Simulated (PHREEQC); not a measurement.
Make-up at 45 °C: 0.022 mol CaCl2, 0.00042 mol Na2SO4 and 0.0024 mol KCl per kg of water. Closed to the air; pH follows from the charge balance.

Model: ion-association model, phreeqc.dat, run in PHREEQC.

No solid was allowed to form.

Estimate the specific conductance, density.

specific conductance 7610 µS/cm; density 0.992 g/cm³.

In which forms is S present?

SO4-2 57 %, CaSO4 43 %, KSO4- 0.5 % of the S.

Species that the database lacks are ignored. Away from 25 °C the constants follow the database's enthalpies or fits; those with neither stay at their 25 °C values.
